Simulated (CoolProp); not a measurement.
Values from CoolProp's reference Helmholtz-energy equation of state, Thol 2014.

Problem. For chloromethane (R40), give the phase and the density (kg/m³), cp (kJ/(kg K)), cv (kJ/(kg K)), expansivity (1/kK) at 226.85 °C and 40 bar; 226.85 °C and 53.3 bar; 226.85 °C and 147 bar.

Solution. 
- 226.85 °C and 40 bar: gas; density 55.3, cp 1.27, cv 0.969, expansivity 3.07
- 226.85 °C and 53.3 bar: gas; density 77.4, cp 1.35, cv 0.982, expansivity 3.59
- 226.85 °C and 147 bar: supercritical; density 321, cp 2.41, cv 1.05, expansivity 9.22
